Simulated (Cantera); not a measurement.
Input: 1 mol C₃H₆, 1.5 mol CO₂, 0.91 mol H₂, at 2775 K and 750 Torr.

Method: chemical equilibrium by Gibbs-energy minimisation in Cantera with the NASA 1993 tables (ideal gas, pure condensed phases). Candidate condensed phases: C, C₆H₆, C₇H₈, C₈H₁₈, H₂O; 110 gas species. The numbers say what is thermodynamically allowed, not how fast it happens.

Q: What is the equilibrium state?

A: 
```
Property                 Result
--------------------  ---------
x(H₂)                     0.508
x(CO)                     0.423
x(H)                     0.0534
x(C₂H₂ (acetylene))      0.0156
x(C₄H₂)                0.000199
x(C₂H)                 0.000198
x(CH₃)                  4.61e-5
x(C₂H₂ (vinylidene))    2.80e-5
x(CH₄)                  2.61e-5
n(C(graphite))         1.27 mol
gas amount            7.100 mol
```
